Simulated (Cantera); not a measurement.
An isothermal, constant-pressure homogeneous reactor starts with 2.53 % H₂, 97.5 % O₂, equivalence ratio 0.013, at 1100 K and 1.28 Torr.

Model: the H2/O2 subset of GRI-Mech 3.0, which has no nitrogen chemistry, integrated in Cantera. Radical loss at walls, strong at low pressure, is not modelled.

x: mole fraction; the columns are a selection and need not sum to one.

| t (s) | x H₂ | x O₂ | x H | x OH | x HO₂ | x O |
|---|---|---|---|---|---|---|
| 0.000300 | 0.0253 | 0.975 | 8.71e-11 | 2.37e-11 | 1.10e-10 | 2.49e-11 |
| 0.000591 | 0.0253 | 0.975 | 1.46e-10 | 7.64e-11 | 2.16e-10 | 8.41e-11 |
| 0.00116 | 0.0253 | 0.975 | 2.41e-10 | 2.24e-10 | 4.26e-10 | 2.68e-10 |
| 0.00229 | 0.0253 | 0.975 | 4.51e-10 | 6.30e-10 | 8.39e-10 | 8.57e-10 |
| 0.00451 | 0.0253 | 0.975 | ___ | 2.10e-9 | 1.65e-9 | 3.25e-9 |
| 0.00887 | 0.0253 | 0.975 | ___ | 1.28e-8 | 3.27e-9 | 2.13e-8 |
| 0.0175 | 0.0253 | 0.975 | ___ | 3.39e-7 | 6.94e-9 | 5.70e-7 |
| 0.0344 | 0.0248 | 0.974 | ___ | 0.000187 | 2.14e-7 | 0.000321 |
| 0.0677 | 0.000775 | 0.955 | ___ | 0.00194 | 4.54e-7 | 0.0170 |
| 0.133 | 0.000246 | 0.954 | 0.00310 | 0.00133 | 3.80e-7 | 0.0188 |
| 0.262 | 0.000233 | 0.955 | 0.00288 | 0.00130 | 3.75e-7 | 0.0179 |
| 0.516 | 0.000215 | 0.956 | ___ | 0.00125 | 3.66e-7 | 0.0163 |
| 1.02 | 0.000183 | 0.959 | ___ | 0.00115 | 3.48e-7 | 0.0137 |
| 2.00 | 0.000136 | 0.963 | ___ | 0.000995 | 3.16e-7 | 0.0101 |

Task: Some entries are withheld; supply them.

Result: 
- 0.00451, x H: 1.20e-9
- 0.00887, x H: 6.68e-9
- 0.0175, x H: 1.73e-7
- 0.0344, x H: 0.000100
- 0.0677, x H: 0.00416
- 0.516, x H: 0.00252
- 1.02, x H: 0.00195
- 2.00, x H: 0.00123
